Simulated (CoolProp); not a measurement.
Saturation properties of R13.

Model: reference Helmholtz-energy equation of state, Platzer 1990, in CoolProp. This equation is an older, rougher fit; its heat capacities, sound speeds and derivatives of the liquid may be far off and weren't checked against measurements.

```json
[
 {"T (°C)": "-114.55", "p (bar)": "0.1121", "vapour Z": "0.9916", "surface tension (mN/m)": "19.6", "liquid conductivity (mW/(m K))": "107"},
 {"T (°C)": "-110.75", "p (bar)": "0.1521", "vapour Z": "0.9895", "surface tension (mN/m)": "18.9", "liquid conductivity (mW/(m K))": "105"},
 {"T (°C)": "-106.95", "p (bar)": "0.2031", "vapour Z": "0.9870", "surface tension (mN/m)": "[?]", "liquid conductivity (mW/(m K))": "103"},
 {"T (°C)": "-103.15", "p (bar)": "0.2673", "vapour Z": "0.9841", "surface tension (mN/m)": "17.6", "liquid conductivity (mW/(m K))": "[?]"},
 {"T (°C)": "-99.35", "p (bar)": "0.3468", "vapour Z": "[?]", "surface tension (mN/m)": "[?]", "liquid conductivity (mW/(m K))": "99.6"},
 {"T (°C)": "-95.55", "p (bar)": "0.4443", "vapour Z": "0.9770", "surface tension (mN/m)": "16.4", "liquid conductivity (mW/(m K))": "97.6"},
 {"T (°C)": "-91.85", "p (bar)": "0.5591", "vapour Z": "[?]", "surface tension (mN/m)": "[?]", "liquid conductivity (mW/(m K))": "95.7"},
 {"T (°C)": "-88.05", "p (bar)": "[?]", "vapour Z": "0.9682", "surface tension (mN/m)": "15.1", "liquid conductivity (mW/(m K))": "93.7"}
]
```

Question: What belongs in the gaps?

Answer: 
- -106.95, surface tension (mN/m): 18.3
- -103.15, liquid conductivity (mW/(m K)): 102
- -99.35, vapour Z: 0.9808
- -99.35, surface tension (mN/m): 17.0
- -91.85, vapour Z: 0.9729
- -91.85, surface tension (mN/m): 15.8
- -88.05, p (bar): 0.7004

It boils at -81.4 °C under 1 atm.

Thermal conductivity comes from a separate model (Huber 2003), an estimate that may be off by 10 % or more. Surface tension comes from a separate correlation (Mulero 2012).
